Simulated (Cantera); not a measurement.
A Cantera script and what it prints.

```python
import numpy as np
import cantera as ct

gas_names = """
    H H2 N NH NH2 NH3 N2 N2H2 N2H4 Si SiH SiH2 SiH3 SiH4 SiN Si2 Si2N Si3
""".split()
cond_names = """
    Si(cr) Si(L) Si3N4(a)
""".split()


# ... load() reads the species with a 1 bar reference pressure and builds the phases ...
atoms = {
    'trisilylamine': {'Si': 3, 'N': 1, 'H': 9},
    'N2': {'N': 2},
}
top_T = {'Si3N4(a)': 2400}  # K; cautious upper limits of use, not melting points


# ... equilibrate(T, P, feed) seeds the gas with the atoms and calls Mixture.equilibrate('TP', solver="vcs", rtol=1e-11, max_steps=5000) ...
results = []
feed = {'trisilylamine': 1, 'N2': 3.3}  # mol
T = 1200  # K
P = 133.322  # Pa
mix = equilibrate(T, P, feed)
results.append((T, P, feed, dict(zip(mix.species_names, mix.species_moles))))
x = sorted(zip(gas.X, gas.species_names), reverse=True)
print(f"T = {T:g} K  P = {P:g} Pa  gas = {mix.phase_moles(0):.4g} mol")
print("   x: " + "  ".join(f"{s} {v:.3e}" for v, s in x if v > 1e-06))
print("   condensed (mol): " + ("  ".join(f"{mix.phase(i).name} {mix.phase_moles(i):.4g}"
      for i in range(1, mix.n_phases) if mix.phase_moles(i) > 1e-12) or "none"))
```

It prints:

```
T = 1200 K  P = 133.322 Pa  gas = 6.3 mol
   x: H2 7.143e-01  N2 2.857e-01  H 4.568e-06
   condensed (mol): Si3N4(a) 1
```

Method: chemical equilibrium by Gibbs-energy minimisation in Cantera with the NASA 1993 tables (ideal gas, pure condensed phases). The feed counts by its element totals alone.
